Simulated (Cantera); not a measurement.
Equilibrium for chemical vapour transport: Fe₃O₄ + Cl₂ + O₂

Feed: 1 mol Fe₃O₄, 1.5 mol Cl₂, 3 mol O₂, held at 51.0 mbar.

Cantera equilibrium calculation (NASA polynomials, part measured and part estimated; ideal gas, pure solids and liquids). Candidate condensed phases: Fe, FeCl₂, FeCl₃, FeO, Fe₂O₃, Fe₃O₄; 13 gas species. Condensed phases not in the tables: FeOCl. Kinetics and transport are ignored.

From 748 K to 1148 K the condensed part is Fe₂O₃(s). The main Fe-bearing gas is FeCl₃ throughout.

| T (K) | x O₂ | x Cl₂ | x FeCl₃ | x Cl | x FeCl₂ | x ClO | x Fe₂Cl₆ | x Fe₂Cl₄ | n Fe₂O₃(s) |
|---|---|---|---|---|---|---|---|---|---|
| 748 | 0.647 | 0.353 | 5.18e-6 | 6.77e-6 | 1.55e-9 | 1.88e-7 | 7.31e-10 | <1e-12 | 1.50 |
| 798 | 0.647 | 0.353 | 2.38e-5 | 2.35e-5 | 2.18e-8 | 5.23e-7 | 3.79e-9 | <1e-12 | 1.50 |
| 848 | 0.647 | 0.353 | 9.06e-5 | 7.05e-5 | 2.21e-7 | 1.29e-6 | 1.59e-8 | <1e-12 | 1.50 |
| 898 | 0.647 | 0.352 | 0.000293 | 0.000187 | 1.72e-6 | 2.88e-6 | 5.57e-8 | 1.21e-11 | 1.50 |
| 948 | 0.647 | 0.351 | 0.000824 | 0.000449 | 1.06e-5 | 5.89e-6 | 1.67e-7 | 1.67e-10 | 1.50 |
| 998 | 0.648 | 0.349 | 0.00206 | 0.000986 | 5.35e-5 | 1.12e-5 | 4.39e-7 | 1.72e-9 | 1.50 |
| 1048 | 0.649 | 0.344 | 0.00463 | 0.00200 | 0.000229 | 2.00e-5 | 1.02e-6 | 1.38e-8 | 1.49 |
| 1098 | 0.652 | 0.334 | 0.00937 | 0.00379 | 0.000836 | 3.36e-5 | 2.06e-6 | 8.78e-8 | 1.48 |
| 1148 | 0.656 | 0.318 | 0.0171 | 0.00669 | 0.00264 | 5.35e-5 | 3.61e-6 | 4.46e-7 | 1.46 |
x: gas mole fraction; n: condensed amount in mol.
